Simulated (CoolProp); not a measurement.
Aqueous calcium chloride as a coolant, 12 % by mass, freezing at -7.7 °C, 1 atm.

Computed with CoolProp (Melinder's fits for secondary coolants).

```json
[
 {"T (°C)": "-2.9", "cp (kJ/(kg K))": "3.448", "density (kg/m³)": "1108", "viscosity (mPa s)": "2.58", "conductivity (W/(m K))": "0.549"},
 {"T (°C)": "0.9", "cp (kJ/(kg K))": "3.457", "density (kg/m³)": "1107", "viscosity (mPa s)": "2.30", "conductivity (W/(m K))": "0.555"},
 {"T (°C)": "4.8", "cp (kJ/(kg K))": "3.466", "density (kg/m³)": "1106", "viscosity (mPa s)": "2.05", "conductivity (W/(m K))": "0.561"},
 {"T (°C)": "8.6", "cp (kJ/(kg K))": "3.474", "density (kg/m³)": "1106", "viscosity (mPa s)": "1.84", "conductivity (W/(m K))": "0.567"},
 {"T (°C)": "12.5", "cp (kJ/(kg K))": "3.483", "density (kg/m³)": "1106", "viscosity (mPa s)": "1.66", "conductivity (W/(m K))": "0.573"},
 {"T (°C)": "16.3", "cp (kJ/(kg K))": "3.492", "density (kg/m³)": "1105", "viscosity (mPa s)": "1.51", "conductivity (W/(m K))": "0.579"},
 {"T (°C)": "20.2", "cp (kJ/(kg K))": "3.501", "density (kg/m³)": "1105", "viscosity (mPa s)": "1.37", "conductivity (W/(m K))": "0.585"},
 {"T (°C)": "24", "cp (kJ/(kg K))": "3.509", "density (kg/m³)": "1104", "viscosity (mPa s)": "1.26", "conductivity (W/(m K))": "0.591"},
 {"T (°C)": "27.9", "cp (kJ/(kg K))": "3.518", "density (kg/m³)": "1103", "viscosity (mPa s)": "1.16", "conductivity (W/(m K))": "0.597"},
 {"T (°C)": "31.7", "cp (kJ/(kg K))": "3.526", "density (kg/m³)": "1102", "viscosity (mPa s)": "1.07", "conductivity (W/(m K))": "0.603"},
 {"T (°C)": "35.5", "cp (kJ/(kg K))": "3.534", "density (kg/m³)": "1100", "viscosity (mPa s)": "0.998", "conductivity (W/(m K))": "0.609"},
 {"T (°C)": "39.4", "cp (kJ/(kg K))": "3.542", "density (kg/m³)": "1097", "viscosity (mPa s)": "0.928", "conductivity (W/(m K))": "0.615"}
]
```
